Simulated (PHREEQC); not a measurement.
Dissolve 130 mmol/kgw CuSO4, 2.4 mmol/kgw HBF4 and 0.11 mmol/kgw NaCl at 25 °C. Closed to the air; pH follows from the charge balance.

Model: ion-association model, phreeqc.dat, run in PHREEQC.

**Question.** The ionic strength comes out as 0.262 mol/kgw. What activity coefficients do HSO4-, HF2-, Cu+2, Cl-, CuF+ get?

**Answer.** HSO4- 0.74, HF2- 0.74, Cu+2 0.30, Cl- 0.70, CuF+ 0.74.

No solid was allowed to form. Species that the database lacks are ignored. Real BF4- forms and hydrolyses slowly; the run takes it at equilibrium.
